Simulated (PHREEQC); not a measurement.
## City or well water: an equilibrium model

A made-up water analysis in mg/L, 21 °C, pH 8.12, pe 8.2: Na 26.7; K 0.487; Ca 8.57; Mg 3.97; Cl 6.72; S(6) as SO4 75.2; Alkalinity as HCO3 11.8; O(0) (dissolved oxygen) 0.251; Si as SiO2 1.99; Sr 0.145; Br 4.31; Pb 1.72.

Valence states are taken as typed.

Equilibrium calculation in PHREEQC: ion-association model, phreeqc.dat.

No solid was allowed to form.

Question: What specific conductance, charge-balance error does the model give?

Answer: specific conductance 208 µS/cm; charge-balance error -1.4 %.

Question: In which forms is C present?

Answer: HCO3- 94 %, PbCO3 3.5 %, CO2 1.6 %, CO3-2 0.6 % of the C.

Saturation is exceeded, for instance for Pb(OH)2, Cerussite; the values hold only as long as no solid forms.
